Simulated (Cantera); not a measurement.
A closed system holds: 1 mol borazine, 2.8 mol O₂, held at 3.30 mbar.

Equilibrium computed with Cantera from the NASA thermochemical tables; the gas is ideal and each condensed phase is pure. Candidate condensed phases: B, BN, B₂O₃, B₃O₃H₃, H₂O; 39 gas species. The feed counts by its element totals alone. Gases not in the tables: H₃BO₃. The numbers say what is thermodynamically allowed, not how fast it happens.

log p: log10 of the partial pressure in bar; n: condensed amount in mol.

```
T (K)  log p H₂  log p N₂  log p HBO₂  log p H₂O  log p B₂O₃  log p H  log p BO  log p BO₂  n B₂O₃(l)
-----  --------  --------  ----------  ---------  ----------  -------  --------  ---------  ---------
948       -2.86     -2.96       -6.63      -3.09      -12.62   -10.71      <-14       <-14       1.50
1048      -2.86     -2.96       -5.71      -3.09      -10.52    -9.54      <-14       <-14       1.50
1148      -2.86     -2.96       -4.97      -3.10       -8.81    -8.57    -13.26     -12.80       1.49
1248      -2.86     -2.96       -4.35      -3.11       -7.38    -7.76    -11.48     -11.14       1.47
1348      -2.87     -2.97       -3.84      -3.14       -6.18    -7.07     -9.97      -9.74       1.40
1448      -2.88     -2.98       -3.44      -3.24       -5.14    -6.48     -8.64      -8.57        ___
1548      -2.91     -3.02       -3.16      -3.44       -4.25    -5.97     -7.43      -7.60        ___
1648      -2.98     -3.08       -3.03      -3.85       -3.47    -5.54     -6.29      -6.84        ___
1748      -2.99     -3.08       -3.04      -3.81       -3.44    -5.14     -5.78      -6.33          0
1848      -2.99     -3.09       -3.05      -3.77       -3.43    -4.77     -5.33      -5.88          0
1948      -3.00     -3.09       -3.07      -3.73       -3.43    -4.45     -4.94      -5.47          0
2048      -3.02     -3.09       -3.09      -3.69       -3.43    -4.16     -4.60      -5.11          0
2148      -3.04     -3.10       -3.11      -3.65       -3.45    -3.90     -4.30      -4.77          0
2248      -3.08     -3.11       -3.13      -3.62       -3.48    -3.67     -4.04      -4.47          0
```

Q: Fill in the missing entries.

A: 
- 1448, n B₂O₃(l): 1.23
- 1548, n B₂O₃(l): 0.871
- 1648, n B₂O₃(l): 0.0284
